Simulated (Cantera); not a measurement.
## Halide evaporation, hydrolysis and transport: MgF2 + HF + N2

A closed system holds: 1 mol MgF2, 0.78 mol HF, 2.4 mol N2, at 0.330 Pa.

Method: chemical equilibrium by Gibbs-energy minimisation in Cantera with the NASA 1993 tables (ideal gas, pure condensed phases). Candidate condensed phases: Mg, MgF2; 28 gas species. Rates play no part.

```tsv
T (K)	x N2	x HF	x MgF2	x F	x MgF	x Mg	x H	n MgF2(s)
800	0.755	0.245	4.07e-11	1.12e-12	<1e-12	<1e-12	<1e-12	1.00
900	0.755	0.245	2.60e-8	5.93e-11	<1e-12	<1e-12	<1e-12	1.00
1000	0.755	0.245	4.42e-6	1.43e-9	<1e-12	<1e-12	3.30e-11	1.000
1100	0.754	0.245	0.000288	1.97e-8	1.54e-11	<1e-12	1.36e-9	0.999
1200	0.748	0.243	0.00914	1.82e-7	9.69e-9	6.55e-12	2.90e-8	0.971
1300	0.628	0.204	0.167	1.87e-6	1.42e-6	3.46e-9	2.10e-7	0.361
1400	0.574	0.187	0.239	1.38e-5	1.20e-5	8.85e-8	1.23e-6	0
1500	0.574	0.187	0.239	7.18e-5	6.15e-5	1.29e-6	6.71e-6	0
1600	0.574	0.187	0.239	0.000309	0.000252	1.30e-5	2.92e-5	0
1700	0.574	0.186	0.238	0.00115	0.000849	9.46e-5	0.000105	0
1800	0.572	0.186	0.235	0.00378	0.00242	0.000520	0.000318	0
1900	0.568	0.184	0.228	0.0112	0.00591	0.00225	0.000835	0
2000	0.557	0.179	0.212	0.0302	0.0125	0.00788	0.00195	0
```
x: gas mole fraction; n: condensed amount in mol.

From 800 K to 1300 K the condensed part is MgF2(s). From 1400 K to 2000 K nothing is condensed.
